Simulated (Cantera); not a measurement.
A closed system holds: 1 mol Si, a varied amount of Cl₂, 39 mol N₂, at 598.15 K and 0.120 bar.

Cantera equilibrium calculation (NASA polynomials, part measured and part estimated; ideal gas, pure solids and liquids). Candidate condensed phases: Si, Si₃N₄; 13 gas species. N₂ is the only nitrogen source here; it is nearly inert below about 1500 K, so the nitride shown seldom forms there in practice. Rates play no part.

Problem. What share of the Si ends up in condensed phases as a function of n(Cl₂) (mol), at 0.55, 0.66, 0.8, 0.97, 1.2, 1.4, 1.7, 2.1, 2.5, 3.1, 3.7?

Solution. 
```json
[
 {"n(Cl₂) (mol)": "0.55", "Si condensed (%)": "72.5", "as": "Si₃N₄(s)"},
 {"n(Cl₂) (mol)": "0.66", "Si condensed (%)": "67.0", "as": "Si₃N₄(s)"},
 {"n(Cl₂) (mol)": "0.8", "Si condensed (%)": "60.0", "as": "Si₃N₄(s)"},
 {"n(Cl₂) (mol)": "0.97", "Si condensed (%)": "51.5", "as": "Si₃N₄(s)"},
 {"n(Cl₂) (mol)": "1.2", "Si condensed (%)": "40.0", "as": "Si₃N₄(s)"},
 {"n(Cl₂) (mol)": "1.4", "Si condensed (%)": "30.0", "as": "Si₃N₄(s)"},
 {"n(Cl₂) (mol)": "1.7", "Si condensed (%)": "15.0", "as": "Si₃N₄(s)"},
 {"n(Cl₂) (mol)": "2.1", "Si condensed (%)": "0.0", "as": "-"},
 {"n(Cl₂) (mol)": "2.5", "Si condensed (%)": "0.0", "as": "-"},
 {"n(Cl₂) (mol)": "3.1", "Si condensed (%)": "0.0", "as": "-"},
 {"n(Cl₂) (mol)": "3.7", "Si condensed (%)": "0.0", "as": "-"}
]
```
